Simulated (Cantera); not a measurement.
A perfectly stirred reactor is fed with 17.4 % H2, 82.6 % O2, equivalence ratio 0.10, at 5.55 Torr; it is held at 1473 K, and followed from long to short residence time.

Detailed kinetics in Cantera: the H2/O2 subset of GRI-Mech 3.0, which has no nitrogen chemistry. Radical loss at walls, strong at low pressure, is not modelled. The temperature is held fixed by assumption; the heat of reaction is taken as removed at once.

x: mole fraction; the columns are a selection and need not sum to one.

```
τ (s)        x H2   x O2     x OH       x H   x H2O2      x O
-------  --------  -----  -------  --------  -------  -------
4.8      0.000568  0.803  0.00525  0.000593  3.41e-8  0.00502
1.4       0.00124  0.796  0.00776   0.00196  4.88e-8   0.0111
0.43      0.00250  0.782   0.0109   0.00577  6.42e-8   0.0229
0.13          ___  0.760      ___       ___  7.61e-8      ___
0.038     0.00684  0.733   0.0173    0.0281  8.03e-8   0.0658
0.011     0.00889  0.717   0.0188    0.0381  8.09e-8   0.0796
0.0034     0.0121  0.713   0.0199    0.0425  8.42e-8   0.0815
0.0010     0.0214  0.720   0.0218    0.0441  9.27e-8   0.0732
0.00030       ___  0.742   0.0229       ___  9.67e-8      ___
```

Task: Fill in the missing entries.

Result: 
- 0.13, x H2: 0.00454
- 0.13, x OH: 0.0145
- 0.13, x H: 0.0147
- 0.13, x O: 0.0427
- 0.00030, x H2: 0.0481
- 0.00030, x H: 0.0403
- 0.00030, x O: 0.0531
